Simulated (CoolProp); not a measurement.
Computed with CoolProp (reference Helmholtz-energy equation of state, Tillner-Roth 1994).

Problem. For R134a, give the phase and the cv (kJ/(kg K)), expansivity (1/kK), Prandtl number, fugacity coefficient at 61.65 °C and 7.72 bar; 169.85 °C and 7.72 bar; 181.85 °C and 7.72 bar.

Solution. 
- 61.65 °C and 7.72 bar: gas; cv 0.857, expansivity 4.50, Prandtl number 0.798, fugacity coefficient 0.900
- 169.85 °C and 7.72 bar: gas; cv 1.00, expansivity 2.59, Prandtl number 0.767, fugacity coefficient 0.964
- 181.85 °C and 7.72 bar: gas; cv 1.02, expansivity 2.49, Prandtl number 0.769, fugacity coefficient 0.968

Viscosity comes from a separate model (Huber 2003), an estimate that may be off by 10 % or more. Thermal conductivity comes from a separate model (McLinden 2000), an estimate that may be off by 10 % or more.
